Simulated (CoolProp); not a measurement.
Vapour-liquid equilibrium of carbon dioxide (1) + CH2F2 (R32) (2) at 247.7 K; x and y are mole fractions of (1).

Model: multi-fluid Helmholtz-energy mixture model, Span 1996 and Tillner-Roth 1997; pair parameters Bell 2016, in CoolProp.

```
x     bubble pressure, mixture model (bar)  bubble pressure, Raoult's law (bar)  y, mixture model  y, Raoult's law
----  ------------------------------------  -----------------------------------  ----------------  ---------------
0.05                                 3.947                                3.952               [?]            0.210
0.15                                 5.282                                5.281             0.445            0.471
0.25                                 6.620                                6.611             0.597            0.627
0.35                                   [?]                                7.941             0.699            0.731
0.45                                 9.267                                9.271             0.773            0.805
0.55                                   [?]                                10.60             0.830            0.860
0.65                                 11.87                                11.93             0.877            0.904
0.75                                   [?]                                13.26               [?]            0.938
0.85                                 14.50                                14.59             0.951            0.966
0.95                                 15.87                                15.92             0.984            0.990
```

Fill in the missing entries.


- 0.05, y, mixture model: 0.195
- 0.35, bubble pressure, mixture model (bar): 7.950
- 0.55, bubble pressure, mixture model (bar): 10.57
- 0.75, bubble pressure, mixture model (bar): 13.17
- 0.75, y, mixture model: 0.916

The largest gap from Raoult's law is -0.7 % in bubble pressure, at x = 0.75. No azeotrope shows between x = 0.05 and 0.95.

The pair parameters rest on a limited set of measurements; away from them the model extrapolates.
